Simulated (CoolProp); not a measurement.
A closed Brayton cycle with nitrogen: compressor inlet 323.15 K and 3.4 MPa, high pressure 11.2 MPa, turbine inlet 745 K, compressor efficiency 0.85, turbine efficiency 0.85, recuperator effectiveness 0 (on enthalpy, no pinch check). Each further row changes one setting.

Computed with CoolProp (reference Helmholtz-energy equation of state, Span 2000).

| case | thermal efficiency (%) | net work (kJ/kg) | compressor to turbine work | compressor exit (K) | turbine exit (K) |
|---|---|---|---|---|---|
| as stated | 11.0 | 32.5 | 0.84 | 478.6 | 568.6 |
| turbine inlet 695 K | 7.9 | 19.0 | ? | 478.6 | ? |
| compressor inlet 333.15 K | 9.7 | 27.2 | 0.86 | 493.2 | 568.6 |
| high pressure 9.52 MPa | 11.0 | ? | 0.80 | 454.2 | 589.7 |
| recuperator effectiveness 0.5 | 13.1 | 32.5 | 0.84 | 478.6 | 568.6 |

Problem. Fill in the missing entries.

Solution. 
- turbine inlet 695 K, compressor to turbine work: 0.90
- turbine inlet 695 K, turbine exit (K): 528.9
- high pressure 9.52 MPa, net work (kJ/kg): 35.2
